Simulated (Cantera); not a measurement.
An isothermal, constant-pressure homogeneous reactor starts with 85.5 % NO, 14.5 % N₂, at 1525 K and 0.132 atm.

Model: GRI-Mech 3.0 (53 species, 325 reactions), integrated in Cantera.

x: mole fraction; the columns are a selection and need not sum to one.

```csv
t (s),x NO,x NO₂,x N₂O,x O,x O₂,x N₂
1.00e-5,0.855,1.99e-10,1.23e-8,1.21e-8,<1e-12,0.145
3.05e-5,0.855,1.81e-9,3.75e-8,3.57e-8,4.76e-12,0.145
9.32e-5,0.855,1.57e-8,1.15e-7,9.89e-8,4.17e-11,0.145
0.000285,0.855,[?],[?],[?],3.31e-10,0.145
0.000869,0.855,7.11e-7,1.07e-6,3.58e-7,2.24e-9,0.145
0.00265,0.855,2.88e-6,3.24e-6,3.92e-7,1.36e-8,0.145
0.00809,0.855,9.58e-6,9.75e-6,4.30e-7,9.57e-8,0.145
0.0247,0.855,3.01e-5,2.85e-5,5.37e-7,8.93e-7,0.145
0.0754,0.854,8.72e-5,7.69e-5,8.04e-7,1.06e-5,0.145
0.230,0.854,0.000176,0.000166,1.17e-6,0.000113,0.145
0.703,0.853,0.000217,0.000231,1.38e-6,0.000642,0.146
2.15,0.849,[?],0.000235,[?],[?],0.148
6.55,0.839,0.000336,0.000228,1.95e-6,0.00767,0.153
20.0,0.808,0.000498,0.000210,2.79e-6,0.0231,0.169
```

### Question
What belongs in the gaps?

### Answer

- 0.000285, x NO₂: 1.22e-7
- 0.000285, x N₂O: 3.49e-7
- 0.000285, x O: 2.28e-7
- 2.15, x NO₂: 0.000253
- 2.15, x O: 1.55e-6
- 2.15, x O₂: 0.00239
